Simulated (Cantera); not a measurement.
An isothermal, constant-pressure homogeneous reactor starts with C3H8 : H2 = 1 : 3 (molar parts), at 1825 K and 135 Torr. Integrator tolerance rtol = 1e-08.

Computed with Cantera and GRI-Mech 3.0 (53 species, 325 reactions). GRI-Mech 3.0 was tuned for natural gas; its chemistry of propane as a main component is partial and can be far from experiment. GRI-Mech 3.0 stops at C3 and has no aromatics, soot or wall deposition, so with more carbon than oxygen in the feed, carbon stays in small species such as C2H2 where larger ones or solid carbon would form.

Problem. What does this change do: temperature 1825 to 1098 K?

Solution. 
| quantity | before | after |
|---|---|---|
| x(C3H8) at 200 s | 7.70e-12 (gas-phase equilibrium 7.70e-12) | 2.54e-5 (gas-phase equilibrium 1.76e-6) |
| x(H2) at 200 s | 0.783 (gas-phase equilibrium 0.783) | 0.494 (gas-phase equilibrium 0.298) |
| x(C2H4) at 200 s | 0.000587 (gas-phase equilibrium 0.000587) | 0.110 (gas-phase equilibrium 0.0194) |
| x(C2H6) at 200 s | 9.41e-8 (gas-phase equilibrium 9.41e-8) | 0.00552 (gas-phase equilibrium 0.000598) |
| x(C2H2) at 200 s | 0.213 (gas-phase equilibrium 0.213) | 0.0183 (gas-phase equilibrium 0.00526) |
